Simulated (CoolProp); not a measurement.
Fluorine along the isobar 0.895 MPa: density (kg/m³) from the reference equation and from simpler models built on Tc = -128.7 °C, pc = 5.240 MPa, ω = 0.045; each cubic takes its own stable root.

Computed with CoolProp (reference Helmholtz-energy equation of state, de Reuck 1990).

```csv
T (°C),phase,reference
-206.85,liquid,1627
-191.25,liquid,1526
-175.75,liquid,1413
-160.15,gas,41.85
-144.55,gas,34.81
-128.95,gas,30.14
-113.35,gas,26.72
-97.85,gas,24.08
-82.25,gas,21.93
-66.65,gas,20.16
-51.05,gas,18.67
-35.45,gas,17.39
-19.85,gas,16.28
-4.35,gas,15.31
11.25,gas,14.45
26.85,gas,13.68
```

**Question.** How far does each simpler model (van der Waals, Redlich-Kwong, Soave-Redlich-Kwong, Peng-Robinson) lie from the reference over these 16 states: mean and median of the absolute difference, and the worst?

**Answer.** 
- van der Waals: mean 6.5 %, median 0.3 %, worst -31.6 % at -206.85 °C and 0.895 MPa
- Redlich-Kwong: mean 0.3 %, median 0.2 %, worst +1.7 % at -206.85 °C and 0.895 MPa
- Soave-Redlich-Kwong: mean 0.2 %, median 0.1 %, worst -0.6 % at -160.15 °C and 0.895 MPa
- Peng-Robinson: mean 2.8 %, median 0.5 %, worst +13.3 % at -191.25 °C and 0.895 MPa
